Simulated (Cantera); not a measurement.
A Cantera script and what it prints.

```python
import numpy as np
import cantera as ct

gas_names = [...]  # 116 gases of nasa_gas.yaml made of C, H, Mg, O
cond_names = """
    C(gr) C6H6(L) C7H8(L) C8H18(L),n-octa H2O(s) H2O(L) Mg(cr) Mg(L) MgCO3(s) MgO(s) MgO(L) MgO2H2(s)
""".split()


# ... load() reads the species with a 1 bar reference pressure and builds the phases ...
atoms = {
    'MgO': {'Mg': 1, 'O': 1},
    'C': {'C': 1},
    'H2': {'H': 2},
}
top_T = {'C(gr)': 4500}  # K; cautious upper limits of use, not melting points


# ... equilibrate(T, P, feed) seeds the gas with the atoms and calls Mixture.equilibrate('TP', solver="vcs", rtol=1e-11, max_steps=5000) ...
results = []
feed = {'MgO': 1, 'C': 0.44, 'H2': 1.2}  # mol
T = 2948.15  # K
P = 710  # Pa
mix = equilibrate(T, P, feed)
results.append((T, P, feed, dict(zip(mix.species_names, mix.species_moles))))
print(gas.report(threshold=1e-06))
for i in range(1, mix.n_phases):
    print(f"{mix.phase(i).name:16s} {mix.phase_moles(i):12.5e} mol")
```

Output:

```
       temperature   2948.2 K
          pressure   710 Pa
           density   0.00035796 kg/m^3
  mean mol. weight   12.358 kg/kmol
   phase of matter   gas

                          1 kg             1 kmol
                     ---------------   ---------------
          enthalpy        1.6263e+07        2.0098e+08  J
   internal energy        1.4279e+07        1.7647e+08  J
           entropy             20223        2.4993e+05  J/K
    Gibbs function       -4.3358e+07       -5.3583e+08  J
 heat capacity c_p            2018.1             24940  J/K
 heat capacity c_v            1345.3             16626  J/K

                      mass frac. Y      mole frac. X     chem. pot. / RT
                     ---------------   ---------------   ---------------
                CO           0.25056           0.11055           -40.751
               CO2         0.0096642         0.0027139           -60.862
                 H          0.034686           0.42527           -14.188
                H2          0.011616          0.071208           -28.376
               H2O          0.018592          0.012755           -48.486
                Mg           0.50158           0.25504           -21.674
               MgH         0.0002718         0.0001327           -35.862
               MgO         0.0066494         0.0020389           -41.784
              MgOH        0.00070332         0.0002104           -55.972
                 O           0.11577          0.089431           -20.111
                OH          0.033421          0.024286           -34.298
                O2          0.016471         0.0063614           -40.221
     [ +104 minor]        1.8883e-06        5.4464e-07

C(gr)             0.00000e+00 mol
Mg(L)             0.00000e+00 mol
MgO(s)            0.00000e+00 mol
```

Equilibrium computed with Cantera from the NASA thermochemical tables; the gas is ideal and each condensed phase is pure. The tables' values for MgH are old estimates; treat these amounts as uncertain.
